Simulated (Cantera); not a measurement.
**Thermodynamics of silicon oxide and oxynitride deposition, feed HMDSO + O2 + H2 + NO**

Feed: 1 mol HMDSO, 0.25 mol O2, 0.16 mol H2, 0.42 mol NO, at 2.50 mbar.

Cantera equilibrium calculation (NASA polynomials, part measured and part estimated; ideal gas, pure solids and liquids). Candidate condensed phases: C, C6H6, C7H8, C8H18, H2O, Si, SiC, SiO2, Si2N2O, Si3N4; 151 gas species. The feed counts by its element totals alone. The numbers say what is thermodynamically allowed, not how fast it happens.

```json
[
 {"T (K)": "1748", "log p H2": "-2.70", "log p CO": "-3.37", "log p H": "-4.99", "log p N2": "-4.34", "log p HCN": "-5.84", "log p Si": "-7.56", "log p SiO": "-5.70", "n C(graphite)": "2.09", "n SiC(s)": "1.99"},
 {"T (K)": "1798", "log p H2": "-2.70", "log p CO": "-3.38", "log p H": "-4.80", "log p N2": "-4.34", "log p HCN": "-5.74", "log p Si": "-7.13", "log p SiO": "-5.63", "n C(graphite)": "2.09", "n SiC(s)": "1.99"},
 {"T (K)": "1848", "log p H2": "-2.70", "log p CO": "-3.38", "log p H": "-4.62", "log p N2": "-4.35", "log p HCN": "-5.63", "log p Si": "-6.73", "log p SiO": "-5.57", "n C(graphite)": "2.09", "n SiC(s)": "1.99"},
 {"T (K)": "1898", "log p H2": "-2.70", "log p CO": "-3.38", "log p H": "-4.46", "log p N2": "-4.35", "log p HCN": "-5.54", "log p Si": "-6.34", "log p SiO": "-5.52", "n C(graphite)": "2.09", "n SiC(s)": "1.98"},
 {"T (K)": "1948", "log p H2": "-2.70", "log p CO": "-3.38", "log p H": "-4.30", "log p N2": "-4.36", "log p HCN": "-5.45", "log p Si": "-5.98", "log p SiO": "-5.46", "n C(graphite)": "2.09", "n SiC(s)": "1.98"},
 {"T (K)": "1998", "log p H2": "-2.71", "log p CO": "-3.38", "log p H": "-4.15", "log p N2": "-4.36", "log p HCN": "-5.37", "log p Si": "-5.64", "log p SiO": "-5.42", "n C(graphite)": "2.09", "n SiC(s)": "1.97"},
 {"T (K)": "2048", "log p H2": "-2.71", "log p CO": "-3.39", "log p H": "-4.01", "log p N2": "-4.37", "log p HCN": "-5.29", "log p Si": "-5.31", "log p SiO": "-5.37", "n C(graphite)": "2.10", "n SiC(s)": "1.95"}
]
```
log p: log10 of the partial pressure in bar; n: condensed amount in mol.

From 1748 K to 2048 K the condensed part is C(graphite) + SiC(s). The main Si-bearing gas is SiO at 1748 K and Si at 2048 K.
